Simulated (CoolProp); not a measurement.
Vapour-liquid equilibrium of m-xylene (1) + n-nonane (2) at 489.9 K; x and y are mole fractions of (1).

Model: multi-fluid Helmholtz-energy mixture model, Zhou 2012 and Lemmon 2006; pair parameters Bell 2016, in CoolProp.

```
x      bubble pressure, mixture model (kPa)  bubble pressure, Raoult's law (kPa)  y, mixture model  y, Raoult's law
-----  ------------------------------------  -----------------------------------  ----------------  ---------------
0.05                                  454.5                                448.3             0.070            0.063
0.125                                 471.4                                457.2             0.167            0.153
0.2                                   486.7                                466.2             0.255            0.241
0.275                                 500.5                                475.1             0.336            0.325
0.35                                  512.8                                484.0             0.411            0.406
0.425                                 523.8                                492.9             0.482            0.484
0.5                                   533.3                                501.9             0.550            0.559
0.575                                 541.5                                510.8             0.616            0.632
0.65                                  548.4                                519.7             0.681            0.702
0.725                                 553.9                                528.7             0.746            0.770
0.8                                   558.0                                537.6             0.812            0.835
0.875                                 560.6                                546.5             0.879            0.899
0.95                                  561.7                                555.4             0.950            0.960
```

The largest gap from Raoult's law is +6.3 % in bubble pressure, at x = 0.5. No azeotrope shows between x = 0.05 and 0.95.

Pair parameters are fitted to limited data, so mixtures are less certain than the pure fluids.
